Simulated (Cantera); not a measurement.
# Abatement and gas-phase synthesis: PH₃ + H₂ + O₂

Charge: 1 mol PH₃, 1.3 mol H₂, 0.18 mol O₂, held at 13.0 Pa.

Cantera equilibrium calculation (NASA polynomials, part measured and part estimated; ideal gas, pure solids and liquids). Candidate condensed phases: H₂O, P, P₄O₁₀; 17 gas species. Gases not in the tables: HPO₂, HPO₃ and P₄O₆. Equilibrium is a limit: real reactors are often held back by kinetics, nucleation or transport.

```
T (K)    x H    x H₂    x PO     x P    x P₂
-----  -----  ------  ------  ------  ------
2000   0.119   0.691  0.0904  0.0105  0.0839
2075   0.185   0.629  0.0886  0.0172  0.0761
2150   0.273   0.546  0.0849  0.0265  0.0663
2225   0.379   0.446  0.0797  0.0385  0.0544
2300   0.493   0.338  0.0736  0.0521  0.0414
2375   0.600   0.236  0.0676  0.0658  0.0289
2450   0.688   0.152  0.0623  0.0777  0.0186
2525   0.749  0.0928  0.0579  0.0867  0.0111
```
x: gas mole fraction; nothing condenses.

From 2000 K to 2525 K nothing is condensed.
